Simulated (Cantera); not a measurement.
A perfectly stirred reactor is fed with CH4 : H2 : O2 : N2 = 1 : 0.06 : 3.83 : 26.4 (molar parts), equivalence ratio 0.53, at 0.345 atm; it is adiabatic with a 800 K inlet, and is followed from long to short residence time, starting on the burning branch (τ in s: 0.12, 0.05, 0.02, 0.0084, 0.0035, 0.0014, 0.00059, 0.00024, 0.0001, 4.1e-05).

Cantera simulation using GRI-Mech 3.0 (53 species, 325 reactions); the numbers are that mechanism's predictions, not measurements.

### Question
What does this change do: inlet temperature 800 to 700 K?

### Answer
```csv
quantity,before,after
"blow-out, bracketed by the residence times tried","burning at 1.40 ms, out at 0.590 ms","burning at 1.40 ms, out at 0.590 ms"
x(CH4) at τ = 0.120 s,1.91e-5,2.86e-5
x(H2) at τ = 0.120 s,0.000180,0.000155
x(O2) at τ = 0.120 s,0.0576,0.0577
x(CH3) at τ = 0.120 s,2.17e-6,2.62e-6
x(HCO) at τ = 0.120 s,3.34e-8,3.59e-8
x(CH4) at τ = 1.40 ms,0.000509,0.00124
x(H2) at τ = 1.40 ms,0.00205,0.00244
x(O2) at τ = 1.40 ms,0.0626,0.0665
x(CH3) at τ = 1.40 ms,3.34e-5,6.11e-5
x(HCO) at τ = 1.40 ms,2.87e-6,3.06e-6
```

### Question
What does this change do: N2 26.4 to 17 parts?

### Answer
```
quantity                                                                       before                                 after
------------------------------------------------  -----------------------------------  ------------------------------------
blow-out, bracketed by the residence times tried  burning at 1.40 ms, out at 0.590 ms  burning at 0.240 ms, out at 0.100 ms
x(CH4) at τ = 0.120 s                                                         1.91e-5                               8.95e-6
x(H2) at τ = 0.120 s                                                         0.000180                              0.000285
x(O2) at τ = 0.120 s                                                           0.0576                                0.0819
x(CH3) at τ = 0.120 s                                                         2.17e-6                               1.85e-6
x(HCO) at τ = 0.120 s                                                         3.34e-8                               3.03e-8
x(CH4) at τ = 1.40 ms                                                        0.000509                              0.000196
x(H2) at τ = 1.40 ms                                                          0.00205                               0.00278
x(O2) at τ = 1.40 ms                                                           0.0626                                0.0843
x(CH3) at τ = 1.40 ms                                                         3.34e-5                               2.39e-5
x(HCO) at τ = 1.40 ms                                                         2.87e-6                               2.64e-6
```
